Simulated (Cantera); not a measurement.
An adiabatic, constant-volume homogeneous reactor starts with CH4 : O2 : N2 : H2O = 1 : 1.18 : 12.9 : 0.65 (molar parts), at 1175 K and 5.00 bar.

Detailed kinetics in Cantera: GRI-Mech 3.0 (53 species, 325 reactions).

One state of this run: T (K) = 1983; P (bar) = 8.88; x CH4 = 2.90e-10; x O2 = 2.52e-8; x H2O = 0.104; x C2H6 = <1e-12; x CH2O = 8.71e-9. x: mole fraction; the columns are a selection and need not sum to one.

Q: Which value of t (s) does it belong to?
A) 1.67e-5
B) 0.000663
C) 0.115
D) 3.49e-5

A: C, 0.115
